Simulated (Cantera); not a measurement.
A Cantera script and its output.

```python
import numpy as np
import cantera as ct

gas = ct.Solution("gri30.yaml")
gas.TPX = 1275, 2400000, {'CH4': 1, 'O2': 3.03, 'N2': 11.4}
reactor = ct.IdealGasReactor(gas, energy="on", clone=False)
net = ct.ReactorNet([reactor])
net.rtol, net.atol = 1e-08, 1e-16
show = ['CH4', 'O2', 'CH2', 'CH3', 'CH2O', 'CH2CO']
times = np.geomspace(7e-06, 0.4, 12)

steps = ct.SolutionArray(gas, extra=["t"])
rows = []
print(f"{'t/s':>10s}{'T/K':>9s}{'P/Pa':>11s}" + "".join(f"{s:>11s}" for s in show))
for t in times:
    while net.time < t:
        t_next = net.step()
        steps.append(gas.state, t=t_next)
    rows.append([np.interp(t, steps.t, y) for y in (steps.T, steps.P, *steps(*show).X.T)])
    print(f"{t:10.3e}{rows[-1][0]:9.1f}{rows[-1][1]:11.4g}" + "".join(f"{x:11.3e}" for x in rows[-1][2:]))
rate = np.gradient(steps.T, steps.t)
print("integrator steps:", len(steps.t))
if steps.T.max() > steps.T[0] + 200:
    print(f"time of steepest temperature rise: {steps.t[rate.argmax()]:.4e} s")
gas.TPX = 1275, 2400000, {'CH4': 1, 'O2': 3.03, 'N2': 11.4}
gas.equilibrate("UV")
print(f"equilibrium (UV): T = {gas.T:.1f} K  " + "  ".join(f"{s} {gas[s].X[0]:.3e}" for s in show))
```

It prints:

```
       t/s      T/K       P/Pa        CH4         O2        CH2        CH3       CH2O      CH2CO
 7.000e-06   1275.0    2.4e+06  6.481e-02  1.964e-01  3.845e-15  4.424e-07  6.612e-08  1.812e-17
 1.895e-05   1275.0    2.4e+06  6.481e-02  1.964e-01  5.445e-14  1.596e-06  6.321e-07  5.457e-15
 5.129e-05   1275.0    2.4e+06  6.479e-02  1.964e-01  9.853e-13  6.559e-06  7.792e-06  2.907e-12
 1.388e-04   1275.7  2.401e+06  6.468e-02  1.963e-01  4.987e-12  1.321e-05  6.970e-05  5.704e-10
 3.758e-04   1282.5  2.414e+06  6.375e-02  1.956e-01  4.261e-11  2.672e-05  4.953e-04  6.894e-08
 1.017e-03   2776.8  5.261e+06  2.878e-16  5.793e-02  6.484e-16  1.342e-15  1.405e-10  4.698e-18
 2.753e-03   2774.2  5.256e+06  2.837e-16  5.733e-02  6.290e-16  1.315e-15  1.391e-10  4.581e-18
 7.452e-03   2774.2  5.256e+06  2.837e-16  5.733e-02  6.290e-16  1.315e-15  1.391e-10  4.581e-18
 2.017e-02   2774.2  5.256e+06  2.837e-16  5.733e-02  6.290e-16  1.315e-15  1.391e-10  4.581e-18
 5.460e-02   2774.2  5.256e+06  2.837e-16  5.733e-02  6.290e-16  1.315e-15  1.391e-10  4.581e-18
 1.478e-01   2774.2  5.256e+06  2.837e-16  5.733e-02  6.290e-16  1.315e-15  1.391e-10  4.581e-18
 4.000e-01   2774.2  5.256e+06  2.837e-16  5.733e-02  6.290e-16  1.315e-15  1.391e-10  4.581e-18
integrator steps: 2140
time of steepest temperature rise: 6.2448e-04 s
equilibrium (UV): T = 2774.2 K  CH4 3.837e-16  O2 5.733e-02  CH2 8.611e-16  CH3 1.779e-15  CH2O 1.391e-10  CH2CO 5.847e-18
```

Cantera simulation using GRI-Mech 3.0 (53 species, 325 reactions); the numbers are that mechanism's predictions, not measurements. The pressure lies above the range GRI-Mech 3.0 was tuned for (to about 10 atm).
